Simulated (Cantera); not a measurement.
Feed: 1 mol CuO, 3.7 mol CH4, 13 mol H2, equilibrated at 2375 K and 0.00100 bar.

These are equilibrium values from Cantera (NASA tables, ideal gas, pure condensed phases), not measurements of a reactor. Candidate condensed phases: C, C6H6, C7H8, C8H18, Cu, CuO, Cu(OH)2, Cu2O, H2O; 113 gas species. Kinetics and transport are ignored.

Base state: H2 0.582, H 0.340, CO 0.0370, Cu 0.0370, C2H2 (acetylene) 0.00361, C2H 0.000115, C3 6.39e-5, C 2.72e-5 (mole fractions); condensed: C(graphite).

Problem. What changes in the equilibrium state with this change: CuO replaced by Fe2O3?

Solution. 
```json
[
 {"species": "H2", "before": "0.582", "after": "0.512"},
 {"species": "H", "before": "0.340", "after": "0.319"},
 {"species": "CO", "before": "0.0370", "after": "0.0992"},
 {"species": "Fe", "before": "0", "after": "0.0662"},
 {"species": "Cu", "before": "0.0370", "after": "0"},
 {"species": "C2H2 (acetylene)", "before": "0.00361", "after": "0.00318"},
 {"species": "C2H", "before": "0.000115", "after": "0.000108"},
 {"species": "C", "before": "2.72e-5", "after": "2.72e-5"},
 {"species": "C3", "before": "6.39e-5", "after": "6.39e-5"},
 {"species": "C(graphite), mol", "before": "2.49", "after": "0.493"}
]
```
Further candidate phases: Fe, Fe(CO)5, FeO, Fe(OH)2, Fe(OH)3, Fe2O3, Fe3O4.
